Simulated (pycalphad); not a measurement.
An equivalent pycalphad script:

```python
from pycalphad import Database, equilibrium, calculate, variables as v
import numpy as np
db = Database('COST507.tdb')
comps = ['Y', 'SI', 'VA']
phases = ['BCC_A2', 'DIAMOND_A4', 'HCP_A3', 'LIQUID', 'SI2Y_H', 'SI2Y_R', 'SI3Y5', 'SI4Y5', 'SI5Y3_H', 'SI5Y3_R', 'SIY']
eq = equilibrium(db, comps, phases, {v.X('SI'): 0.455, v.T: np.arange(2450, 499, -50), v.P: 101325, v.N: 1}, output=['HM', 'SM'])
```

All values are pycalphad results on the COST 507 light-alloy database (1999) (1 atm), not direct measurements. These are 1990s assessments: newer ones move some temperatures and phases. Amounts are mole fractions of atoms. Kinetics are ignored, which matters at the lower temperatures.

Results at three of the temperatures:

```
T = 2000.00 K, P = 101325 Pa, N = 1 mol of atoms
G = -180890 J/mol, H = -27289 J/mol, S = 76.80 J/(mol K)  (SER reference)
chemical potentials (J/mol): Y -190537, Si -169335
phase             fraction       x(Y)      x(Si)
SI4Y5               0.8100     0.5556     0.4444
SIY                 0.1900     0.5000     0.5000
```

```
T = 1900.00 K, P = 101325 Pa, N = 1 mol of atoms
G = -173297 J/mol, H = -30695 J/mol, S = 75.05 J/(mol K)  (SER reference)
chemical potentials (J/mol): Y -181080, Si -163974
phase             fraction       x(Y)      x(Si)
SI4Y5               0.8100     0.5556     0.4444
SIY                 0.1900     0.5000     0.5000
```

```
T = 1800.00 K, P = 101325 Pa, N = 1 mol of atoms
G = -165882 J/mol, H = -34067 J/mol, S = 73.23 J/(mol K)  (SER reference)
chemical potentials (J/mol): Y -171829, Si -158759
phase             fraction       x(Y)      x(Si)
SI4Y5               0.8100     0.5556     0.4444
SIY                 0.1900     0.5000     0.5000
```

Changes of the phase set, refined by bisection:

```csv
T (°C),phases above,phases below
1840.8,liquid,liquid + SI4Y5
1833.8,liquid + SI4Y5,SI4Y5 + SIY
```

Database names, with the compositions (at.%) that they take in these runs: SI4Y5: Y 56 Si 44; SIY: Y 50 Si 50.
